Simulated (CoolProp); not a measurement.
Hexamethyldisiloxane (MM) along the isobar 1.97 MPa: fugacity coefficient from the reference equation and from simpler models built on Tc = 518.7 K, pc = 1.931 MPa, ω = 0.418; each cubic takes its own stable root.

Model: reference Helmholtz-energy equation of state, Thol 2016, in CoolProp.

| T (K) | phase | reference |
|---|---|---|
| 367.6 | liquid | 0.04713 |
| 388.6 | liquid | 0.08238 |
| 409.7 | liquid | 0.1332 |
| 430.7 | liquid | 0.2008 |
| 451.7 | liquid | 0.2858 |
| 472.8 | liquid | 0.3873 |
| 493.8 | liquid | 0.5009 |
| 514.8 | liquid | 0.6196 |
| 535.9 | supercritical | 0.6913 |
| 556.9 | supercritical | 0.7346 |
| 577.9 | supercritical | 0.7697 |
| 599 | supercritical | 0.7994 |
| 620 | supercritical | 0.8247 |

How far does each simpler model (Soave-Redlich-Kwong, Peng-Robinson) lie from the reference over these 13 states: mean and median of the absolute difference, and the worst?


- Soave-Redlich-Kwong: mean 2.8 %, median 2.5 %, worst +4.2 % at 472.8 K and 1.97 MPa
- Peng-Robinson: mean 0.7 %, median 0.4 %, worst -1.4 % at 535.9 K and 1.97 MPa
